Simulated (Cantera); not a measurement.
Charge: 1 mol HI, 1.5 mol O2, equilibrated at 0.00520 bar.

These are equilibrium values from Cantera (NASA tables, ideal gas, pure condensed phases), not measurements of a reactor. Candidate condensed phases: H2O, I2; 25 gas species. Ions and electrons are included (thermal ionisation). Kinetics and transport are ignored.

Problem. At 2727 °C, list the 6 most abundant gas species with their mole fractions, and the condensed phases.

Solution. O 0.469, I 0.226, H 0.178, O2 0.0891, OH 0.0284, H2 0.00661. Condensed: gas only.
